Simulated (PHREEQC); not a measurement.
A column of 0.2 m (30 cells, dispersivity 0.016 m, 3600 s a shift, diffusion coefficient 3e-10 m²/s) holds 0.019 eq of the database's cation exchanger X per kg of pore water, first in equilibrium with 0.011 mol MgCl2, 0.046 mol NH4Cl and 1e-05 mol HCl per kg of water. It is flushed with 0.041 mol KCl, 0.0012 mol MgCl2 and 1e-05 mol HCl per kg of water, at 15 °C. Values are for the last cell. No CO2 enters from the air. Precipitation was switched off in this run.

Base run: PHREEQC, ion-association model, phreeqc.dat. Each further column changes one thing. The table gives K in solution (mol/kgw).

```json
[
 {"pore volumes": "0", "base": "0", "exchange capacity from 0.019 to 0.0095 eq/kgw": "0", "dispersivity from 0.016 to 0.032 m": "0"},
 {"pore volumes": "0.3167", "base": "3.45e-6", "exchange capacity from 0.019 to 0.0095 eq/kgw": "1.45e-5", "dispersivity from 0.016 to 0.032 m": "0.000148"},
 {"pore volumes": "0.7167", "base": "0.00303", "exchange capacity from 0.019 to 0.0095 eq/kgw": "0.00565", "dispersivity from 0.016 to 0.032 m": "0.00654"},
 {"pore volumes": "1.017", "base": "0.0112", "exchange capacity from 0.019 to 0.0095 eq/kgw": "0.0168", "dispersivity from 0.016 to 0.032 m": "0.0148"},
 {"pore volumes": "1.317", "base": "0.0205", "exchange capacity from 0.019 to 0.0095 eq/kgw": "0.0268", "dispersivity from 0.016 to 0.032 m": "0.0223"},
 {"pore volumes": "1.717", "base": "0.0302", "exchange capacity from 0.019 to 0.0095 eq/kgw": "0.0349", "dispersivity from 0.016 to 0.032 m": "0.0296"},
 {"pore volumes": "2.017", "base": "0.0348", "exchange capacity from 0.019 to 0.0095 eq/kgw": "0.0380", "dispersivity from 0.016 to 0.032 m": "0.0333"},
 {"pore volumes": "2.317", "base": "0.0375", "exchange capacity from 0.019 to 0.0095 eq/kgw": "0.0395", "dispersivity from 0.016 to 0.032 m": "0.0358"},
 {"pore volumes": "2.717", "base": "0.0395", "exchange capacity from 0.019 to 0.0095 eq/kgw": "0.0405", "dispersivity from 0.016 to 0.032 m": "0.0380"},
 {"pore volumes": "3.017", "base": "0.0402", "exchange capacity from 0.019 to 0.0095 eq/kgw": "0.0408", "dispersivity from 0.016 to 0.032 m": "0.0390"}
]
```
